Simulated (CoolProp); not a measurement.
A closed Brayton cycle with carbon dioxide: compressor inlet 317.15 K and 7.9 MPa, high pressure 16.4 MPa, turbine inlet 680 K, compressor efficiency 0.89, turbine efficiency 0.85, recuperator effectiveness 0.95 (on enthalpy, no pinch check). Each further row changes one setting.

The numbers come from the reference Helmholtz-energy equation of state, Span 1996 in CoolProp.

```tsv
case	thermal efficiency (%)	net work (kJ/kg)	compressor to turbine work	compressor exit (K)	turbine exit (K)
as stated	27.5	43.1	0.42	374.0	605.3
turbine inlet 630 K	(withheld)	(withheld)	0.46	374.0	(withheld)
compressor inlet 327.15 K	26.3	37.9	0.49	(withheld)	605.3
high pressure 13.9 MPa	(withheld)	(withheld)	0.40	360.9	(withheld)
recuperator effectiveness 0.5	15.6	43.1	0.42	374.0	605.3
```

Q: What belongs in the gaps?

A: 
- turbine inlet 630 K, thermal efficiency (%): 24.8
- turbine inlet 630 K, net work (kJ/kg): 36.5
- turbine inlet 630 K, turbine exit (K): 558.1
- compressor inlet 327.15 K, compressor exit (K): 389.2
- high pressure 13.9 MPa, thermal efficiency (%): 26.5
- high pressure 13.9 MPa, net work (kJ/kg): 35.2
- high pressure 13.9 MPa, turbine exit (K): 622.0
